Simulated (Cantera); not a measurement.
Thermodynamics of halide evaporation, hydrolysis and transport, feed CsCl + H2O + H2

Feed: 1 mol CsCl, 0.12 mol H2O, a varied amount of H2, equilibrated at 1775 K and 0.000900 Torr.

Cantera equilibrium calculation (NASA polynomials, part measured and part estimated; ideal gas, pure solids and liquids). Candidate condensed phases: Cs, CsCl, CsOH, H2O; 22 gas species. Kinetics and transport are ignored.

| n(H2) (mol) | x H2 | x H | x Cs | x HCl | x CsCl | x Cl | x H2O | x OH |
|---|---|---|---|---|---|---|---|---|
| 60 | 0.745 | 0.228 | 0.0105 | 0.00850 | 0.00389 | 0.00200 | 0.00169 | 3.22e-5 |
| 92 | 0.753 | 0.229 | 0.00749 | 0.00607 | 0.00197 | 0.00142 | 0.00111 | 2.10e-5 |
| 120 | 0.756 | 0.230 | 0.00601 | 0.00487 | 0.00127 | 0.00114 | 0.000853 | 1.61e-5 |
| 160 | 0.759 | 0.230 | 0.00470 | 0.00381 | 0.000775 | 0.000888 | 0.000642 | 1.21e-5 |
| 190 | 0.760 | 0.230 | 0.00404 | 0.00328 | 0.000573 | 0.000764 | 0.000541 | 1.02e-5 |
| 220 | 0.761 | 0.231 | 0.00355 | 0.00288 | 0.000441 | 0.000670 | 0.000468 | 8.83e-6 |
| 250 | 0.762 | 0.231 | 0.00316 | 0.00257 | 0.000351 | 0.000597 | 0.000412 | 7.77e-6 |
| 280 | 0.763 | 0.231 | 0.00286 | 0.00232 | 0.000285 | 0.000539 | 0.000368 | 6.94e-6 |
| 310 | 0.763 | 0.231 | 0.00260 | 0.00211 | 0.000237 | 0.000490 | 0.000333 | 6.27e-6 |
| 340 | 0.764 | 0.231 | 0.00239 | 0.00194 | 0.000200 | 0.000450 | 0.000304 | 5.72e-6 |
| 380 | 0.764 | 0.231 | 0.00216 | 0.00175 | 0.000162 | 0.000406 | 0.000272 | 5.12e-6 |
x: gas mole fraction; nothing condenses.

From 60 mol H2 to 380 mol H2 nothing is condensed. The main Cs-bearing gas is Cs throughout.
